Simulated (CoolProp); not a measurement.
Vapour-liquid equilibrium of CHF3 (R23) (1) + isobutane (2) at 259.2 K; x and y are mole fractions of (1).

Model: multi-fluid Helmholtz-energy mixture model, Penoncello 2003 and Bücker 2006; pair parameters Bell 2016, in CoolProp.

Problem. Give the bubble pressure and the first vapour's composition at x = 0.125, 0.425, 0.725. Is there an azeotrope?

Solution. x = 0.125: 0.6689 MPa, y = 0.853; x = 0.425: 1.258 MPa, y = 0.921; x = 0.725: 1.415 MPa, y = 0.936. No azeotrope shows between x = 0.05 and 0.95.

Pair parameters are fitted to limited data, so mixtures are less certain than the pure fluids. With so large a gap from Raoult's law the liquid may split in two, which this calculation doesn't test in full.
